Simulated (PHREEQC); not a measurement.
A PHREEQC speciation (ion-association model, phreeqc.dat) at 85 °C gives pH 7.47 and these molalities:

| species | mol/kgw |
|---|---|
| Na+ | 0.130 |
| HCO3- | 0.123 |
| CO2 | 0.00682 |
| NaCO3- | 0.00617 |
| NaHCO3 | 0.00366 |
| CO3-2 | 0.000649 |

What are the element totals, and what could have been dissolved in 1 kg of water to give them?

This is not unique; one that fits is totals C(4) 0.140, Na 0.140 mol/kgw, from 140 mmol/kgw NaHCO3.

No solid was allowed to form. Away from 25 °C the constants follow the database's enthalpies or fits; those with neither stay at their 25 °C values.
